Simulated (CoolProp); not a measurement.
Values from CoolProp's reference Helmholtz-energy equation of state, Gao 2022.

Give the vapour pressure (MPa), liquid cp (kJ/(kg K)), vapour Z of saturated n-perfluorohexane at -50.15 °C.


| T (°C) | p (MPa) | liquid cp (kJ/(kg K)) | vapour Z |
|---|---|---|---|
| -50.15 | 0.000246 | 0.930 | 0.999 |
